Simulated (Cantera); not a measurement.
A freely propagating, adiabatic, planar premixed flame of 9.37 % CH4, 1.12 % C2H6, 22.9 % O2, 61.9 % N2, 4.78 % CO2, unburnt at 723 K and 18000 Pa; unity-Lewis-number transport, grid criteria slope 0.08 and curve 0.16, no radiation.

Model: GRI-Mech 3.0 (53 species, 325 reactions), integrated in Cantera. Unity Lewis numbers drop preferential diffusion, which matters most where H2 and H carry the flame. Burning velocities carry a grid error of a few per cent, more on coarse grids.

x: mole fraction of selected species; z is measured from the peak of heat release.

```csv
z (mm),T (K),u (m/s),x CH4,x C2H6,x O2,x HCN,x NO2,x CH3
-4.07,723,1.93,0.0937,0.0112,0.229,<1e-8,<1e-8,…
-2.71,727,1.94,0.0935,0.0112,0.228,<1e-8,<1e-8,…
-2.03,739,1.98,0.0925,0.0111,0.227,4.23e-8,1.31e-8,…
-1.36,796,2.13,0.0883,0.0105,0.220,1.95e-7,4.44e-8,…
-0.678,1130,3.08,0.0625,0.00697,0.178,1.14e-6,6.66e-8,…
-0.339,1508,4.21,0.0325,0.00256,0.127,2.33e-6,2.71e-8,…
0,1878,5.36,0.00664,0.000130,0.0740,3.59e-6,<1e-8,…
0.339,2006,5.77,0.000436,5.44e-7,0.0481,2.40e-6,<1e-8,…
0.678,2028,5.83,1.66e-5,<1e-8,0.0411,9.05e-7,<1e-8,…
1.36,2048,5.88,3.39e-8,<1e-8,0.0380,1.03e-7,<1e-8,…
2.71,2078,5.96,<1e-8,<1e-8,0.0364,<1e-8,<1e-8,<1e-8
5.43,2125,6.07,<1e-8,<1e-8,0.0351,<1e-8,<1e-8,<1e-8
10.9,2194,6.23,<1e-8,<1e-8,0.0330,<1e-8,<1e-8,<1e-8
```

Task: Complete the blanks.

Result: 
- -4.07, x CH3: 1.75e-7
- -2.71, x CH3: 1.73e-6
- -2.03, x CH3: 8.44e-6
- -1.36, x CH3: 5.67e-5
- -0.678, x CH3: 0.00116
- -0.339, x CH3: 0.00386
- 0, x CH3: 0.00263
- 0.339, x CH3: 0.000244
- 0.678, x CH3: 9.54e-6
- 1.36, x CH3: 2.11e-8
